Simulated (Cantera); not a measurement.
**Boron, boron nitride and boron oxide: BCl3 + O2 + H2 + NH3**

Feed: 1 mol BCl3, 3.9 mol O2, 61 mol H2, 0.37 mol NH3, equilibrated at 13300 Pa.

Cantera equilibrium calculation (NASA polynomials, part measured and part estimated; ideal gas, pure solids and liquids). Candidate condensed phases: B, BN, B2O3, B3O3H3, H2O, NH4Cl; 49 gas species. The tables' values for BOCl are old estimates; treat these amounts as uncertain. Gases not in the tables: H3BO3. Equilibrium is a limit: real reactors are often held back by kinetics, nucleation or transport.

From 923 K to 1423 K the condensed part is B2O3(l). From 1523 K to 2223 K nothing is condensed.

```
T (K)   x H2   x H2O   x HCl       x H    x HBO2     x N2  n B2O3(l)
-----  -----  ------  ------  --------  --------  -------  ---------
923    0.850  0.0989  0.0474  6.18e-10   3.90e-6  0.00292      0.454
1023   0.850  0.0992  0.0474   1.05e-8   3.62e-5  0.00292      0.472
1123   0.850  0.0992  0.0474   1.08e-7  0.000221  0.00292      0.476
1223   0.850  0.0989  0.0474   7.59e-7  0.000988  0.00292      0.457
1323   0.849  0.0976  0.0474   4.00e-6   0.00345  0.00292      0.382
1423   0.846  0.0941  0.0472   1.67e-5   0.00990  0.00291      0.177
1523   0.843  0.0912  0.0471   5.81e-5    0.0154  0.00290          0
1623   0.843  0.0913  0.0470  0.000174    0.0153  0.00290          0
1723   0.843  0.0914  0.0470  0.000458    0.0151  0.00290          0
1823   0.842  0.0915  0.0470   0.00109    0.0149  0.00290          0
1923   0.841  0.0917  0.0469   0.00237    0.0146  0.00290          0
2023   0.838  0.0918  0.0467   0.00476    0.0143  0.00289          0
2123   0.834  0.0919  0.0464   0.00897    0.0138  0.00289          0
2223   0.827  0.0919  0.0460    0.0160    0.0133  0.00288          0
```
x: gas mole fraction; n: condensed amount in mol.
